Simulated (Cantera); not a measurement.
A closed system holds: 1 mol CS₂, 0.023 mol SO₂, 1.6 mol N₂.

Cantera equilibrium calculation (NASA polynomials, part measured and part estimated; ideal gas, pure solids and liquids). Candidate condensed phases: C, S; 35 gas species. The ideal-gas law is rough above about 30 bar. Kinetics and transport are ignored.

Stable condensed phases, one row left out:

```
T in °C \ P in Pa
               10       44      200      880     3900    17000    77000   340000  1500000  6800000 30000000
   2700         A        A        A        A        A        A        A        A        A        A        B
   2550         A        A        A        A        A        A        A        A        A        A        B
   2400         A        A        A        A        A        A        A        A        A        B        B
   2250         A        A        A        A        A        A        A        A        B        B        B
   2100         A        A        A        A        A        A        A        A        B        B        B
   1950         A        A        A        A        A        A        A        B        B        B        B
   1800         A        A        A        A        A        A        B        B        B        B        B
   1650         A        A        A        A        B        B        B        B        B        B        B
   1500         A        A        A        B        B        B        B        B        B        B        B
   1200         B        B        B        B        B        B        B        B        B        B        B
   1050         B        B        B        B        B        B        B        B        B        B        B
```

A: gas only; B: C.

Question: Give the row for 1350 °C.

Answer: 10: gas only; 44: C; 200: C; 880: C; 3900: C; 17000: C; 77000: C; 340000: C; 1500000: C; 6800000: C; 30000000: C.
